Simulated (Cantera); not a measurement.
Transport properties of process gases

Gas mixture: 100 % NO, at 120000 Pa, frozen composition.

Cantera's kinetic-theory transport with the Lennard-Jones parameters of GRI-Mech 3.0, ideal gas; thermal conductivity in the mixture-averaged form. The composition is frozen, though it would react at the higher temperatures.

```json
[
 {"T (K)": "400", "ρ (kg/m³)": "1.08", "cp (J/kg/K)": "998.6", "μ (µPa s)": "23.1", "λ (mW/m/K)": "32.4", "Pr": "0.712", "D (cm²/s) CO₂": "0.220", "D (cm²/s) H₂O": "0.330", "D (cm²/s) N₂": "0.286"},
 {"T (K)": "600", "ρ (kg/m³)": "0.722", "cp (J/kg/K)": "1041", "μ (µPa s)": "30.6", "λ (mW/m/K)": "45.1", "Pr": "0.706", "D (cm²/s) CO₂": "0.450", "D (cm²/s) H₂O": "0.701", "D (cm²/s) N₂": "0.571"},
 {"T (K)": "800", "ρ (kg/m³)": "0.541", "cp (J/kg/K)": "1092", "μ (µPa s)": "37.1", "λ (mW/m/K)": "57.3", "Pr": "0.708", "D (cm²/s) CO₂": "0.737", "D (cm²/s) H₂O": "1.17", "D (cm²/s) N₂": "0.927"},
 {"T (K)": "1000", "ρ (kg/m³)": "0.433", "cp (J/kg/K)": "1133", "μ (µPa s)": "42.9", "λ (mW/m/K)": "68.6", "Pr": "0.709", "D (cm²/s) CO₂": "1.08", "D (cm²/s) H₂O": "1.74", "D (cm²/s) N₂": "1.35"},
 {"T (K)": "1200", "ρ (kg/m³)": "0.361", "cp (J/kg/K)": "1159", "μ (µPa s)": "48.4", "λ (mW/m/K)": "79.3", "Pr": "0.707", "D (cm²/s) CO₂": "1.46", "D (cm²/s) H₂O": "2.38", "D (cm²/s) N₂": "1.82"},
 {"T (K)": "1400", "ρ (kg/m³)": "0.309", "cp (J/kg/K)": "1181", "μ (µPa s)": "53.4", "λ (mW/m/K)": "89.4", "Pr": "0.706", "D (cm²/s) CO₂": "1.89", "D (cm²/s) H₂O": "3.09", "D (cm²/s) N₂": "2.35"},
 {"T (K)": "1600", "ρ (kg/m³)": "0.271", "cp (J/kg/K)": "1199", "μ (µPa s)": "58.3", "λ (mW/m/K)": "99.0", "Pr": "0.706", "D (cm²/s) CO₂": "2.37", "D (cm²/s) H₂O": "3.88", "D (cm²/s) N₂": "2.94"},
 {"T (K)": "1800", "ρ (kg/m³)": "0.241", "cp (J/kg/K)": "1213", "μ (µPa s)": "62.9", "λ (mW/m/K)": "108", "Pr": "0.706", "D (cm²/s) CO₂": "2.88", "D (cm²/s) H₂O": "4.73", "D (cm²/s) N₂": "3.57"},
 {"T (K)": "2000", "ρ (kg/m³)": "0.217", "cp (J/kg/K)": "1224", "μ (µPa s)": "67.3", "λ (mW/m/K)": "117", "Pr": "0.706", "D (cm²/s) CO₂": "3.43", "D (cm²/s) H₂O": "5.65", "D (cm²/s) N₂": "4.25"}
]
```
D: mixture-averaged diffusion coefficient of that species in the mixture.
